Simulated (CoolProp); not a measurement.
Vapour-liquid equilibrium of benzene (1) + ethanol (2) at 345.4 K; x and y are mole fractions of (1).

Model: multi-fluid Helmholtz-energy mixture model, Thol 2012 and Schroeder 2014; pair parameters Bell 2016, in CoolProp.

```
x     bubble pressure, mixture model (MPa)  bubble pressure, Raoult's law (MPa)  y, mixture model  y, Raoult's law
----  ------------------------------------  -----------------------------------  ----------------  ---------------
0.05                               0.08754                              0.07903             0.139            0.050
0.2                                 0.1069                              0.07905             0.386            0.200
0.35                                0.1154                              0.07907             0.490            0.350
0.5                                 0.1174                              0.07908             0.533            0.500
0.65                                0.1170                              0.07910             0.559            0.650
0.8                                 0.1130                              0.07912             0.612            0.800
0.95                               0.09380                              0.07913             0.810            0.950
```

The largest gap from Raoult's law is +48.5 % in bubble pressure, at x = 0.5. y crosses x between x = 0.5 and 0.65: the model has an azeotrope there.

The pair parameters rest on a limited set of measurements; away from them the model extrapolates.
